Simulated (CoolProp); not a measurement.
Methanol along the isobar 2.26 MPa: Z from the reference equation and from simpler models built on Tc = 513.4 K, pc = 8.216 MPa, ω = 0.565; each cubic takes its own stable root.

Values from CoolProp's reference Helmholtz-energy equation of state, de Reuck 1993.

```csv
T (K),phase,reference
507.1,gas,0.8941
513.3,gas,0.9006
519.6,gas,0.9065
525.9,gas,0.9119
532.2,gas,0.9168
538.4,gas,0.9211
544.7,gas,0.9251
551,gas,0.9288
557.3,gas,0.9321
563.5,gas,0.9351
569.8,gas,0.9379
576.1,gas,0.9404
582.4,gas,0.9427
588.6,gas,0.9448
```

Question: How far does each simpler model (Pitzer virial, van der Waals, Redlich-Kwong, Soave-Redlich-Kwong, Peng-Robinson) lie from the reference over these 14 states: mean and median of the absolute difference, and the worst?

Answer: 
- Pitzer virial: mean 0.2 %, median 0.2 %, worst +0.3 % at 507.1 K and 2.26 MPa
- van der Waals: mean 0.6 %, median 0.5 %, worst +1.7 % at 507.1 K and 2.26 MPa
- Redlich-Kwong: mean 0.7 %, median 0.9 %, worst -1.0 % at 576.1 K and 2.26 MPa
- Soave-Redlich-Kwong: mean 0.1 %, median 0.2 %, worst -0.2 % at 538.4 K and 2.26 MPa
- Peng-Robinson: mean 1.1 %, median 1.2 %, worst -1.3 % at 532.2 K and 2.26 MPa
